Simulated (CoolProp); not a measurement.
Vapour-liquid equilibrium of ethane (1) + n-pentane (2) at -6.05 °C; x and y are mole fractions of (1).

Values from CoolProp's multi-fluid Helmholtz-energy mixture model, Bücker 2006 and Thol 2019; pair parameters Kunz 2012.

```tsv
x	bubble pressure (kPa)	y at the bubble point	dew pressure at overall composition x (kPa)	liquid density (mol/L)
0.05	111.7	0.837	19.40	9.224
0.2	395.5	0.956	23.05	9.852
0.35	681.2	(withheld)	28.37	(withheld)
0.5	(withheld)	0.985	36.85	(withheld)
0.65	1258	0.990	52.55	12.12
0.8	1564	0.994	(withheld)	(withheld)
0.95	1915	(withheld)	351.8	13.67
```

Task: Complete the blanks.

Result: 
- 0.35, y at the bubble point: 0.976
- 0.35, liquid density (mol/L): 10.54
- 0.5, bubble pressure (kPa): 967.3
- 0.5, liquid density (mol/L): 11.30
- 0.8, dew pressure at overall composition x (kPa): 91.50
- 0.8, liquid density (mol/L): 12.96
- 0.95, y at the bubble point: 0.998

No azeotrope shows between x = 0.05 and 0.95.

Pair parameters are fitted to limited data, so mixtures are less certain than the pure fluids.
